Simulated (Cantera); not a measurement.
Feed: 1 mol Cu₂O, a varied amount of C, 9.9 mol H₂, equilibrated at 2027 °C and 750 Torr.

Cantera equilibrium calculation (NASA polynomials, part measured and part estimated; ideal gas, pure solids and liquids). Candidate condensed phases: C, C₆H₆, C₇H₈, C₈H₁₈, Cu, CuO, Cu(OH)₂, Cu₂O, H₂O; 113 gas species. The numbers say what is thermodynamically allowed, not how fast it happens.

Task: Which condensed phases are stable at each of these points (n(C) (mol)): 0.81, 0.97, 1.2, 1.4, 1.7, 2, 2.4, 2.8, 3.4, 4, 4.8, 5.7?

Result: 
```csv
n(C) (mol),condensed phases,Cu condensed (%)
0.81,Cu(l),72.3
0.97,Cu(l),71.9
1.2,C(graphite) + Cu(l),71.8
1.4,C(graphite) + Cu(l),71.8
1.7,C(graphite) + Cu(l),71.8
2,C(graphite) + Cu(l),71.8
2.4,C(graphite) + Cu(l),71.8
2.8,C(graphite) + Cu(l),71.8
3.4,C(graphite) + Cu(l),71.8
4,C(graphite) + Cu(l),71.8
4.8,C(graphite) + Cu(l),71.8
5.7,C(graphite) + Cu(l),71.8
```

From 0.81 mol C to 0.97 mol C the condensed part is Cu(l). From 1.2 mol C to 5.7 mol C the condensed part is C(graphite) + Cu(l).
